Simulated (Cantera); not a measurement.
Feed: 1 mol Cr, 30 mol H2O, 190 mol H2, held at 5.70 Pa.

Method: chemical equilibrium by Gibbs-energy minimisation in Cantera with the NASA 1993 tables (ideal gas, pure condensed phases). Candidate condensed phases: Cr, Cr2O3, H2O; 13 gas species. Rates play no part. All values below are at 2000 °C.

Base state: H 0.609, H2 0.300, H2O 0.0494, O 0.0218, OH 0.0156, Cr 0.00261, O2 0.00150, CrO 0.000379 (mole fractions); condensed: gas only.

What changes in the equilibrium state with this change: pressure from 5.70 Pa to 57.0 Pa?


| species | before | after |
|---|---|---|
| H2 | 0.300 | 0.607 |
| H | 0.609 | 0.274 |
| H2O | 0.0494 | 0.106 |
| O | 0.0218 | 0.00230 |
| OH | 0.0156 | 0.00741 |
| Cr | 0.00261 | 0.00333 |
| O2 | 0.00150 | 0.000168 |
| CrO2 | 2.08e-5 | 2.98e-5 |
| CrO | 0.000379 | 0.000513 |
